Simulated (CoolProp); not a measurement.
The fluoroketone C6F12O (FK-5-1-12) along the isotherm 494.5 K: density (kg/m³) from the reference equation and from simpler models built on Tc = 441.8 K, pc = 1869 kPa, ω = 0.471; each cubic takes its own stable root.

Model: reference Helmholtz-energy equation of state, McLinden 2015, in CoolProp.

```csv
p (kPa),phase,reference
1170,gas,106.0
2340,supercritical,268.1
3500,supercritical,533.3
4670,supercritical,756.1
5840,supercritical,869.9
7010,supercritical,940.8
8180,supercritical,991.7
9350,supercritical,1031
10500,supercritical,1063
11700,supercritical,1091
12800,supercritical,1114
14000,supercritical,1136
15200,supercritical,1155
16400,supercritical,1173
17500,supercritical,1187
18700,supercritical,1202
```

**Question.** How far does each simpler model (van der Waals, Redlich-Kwong) lie from the reference over these 16 states: mean and median of the absolute difference, and the worst?

**Answer.** 
- van der Waals: mean 17.0 %, median 19.9 %, worst -21.6 % at 494.5 K and 18700 kPa
- Redlich-Kwong: mean 2.5 %, median 1.9 %, worst +9.2 % at 494.5 K and 3500 kPa
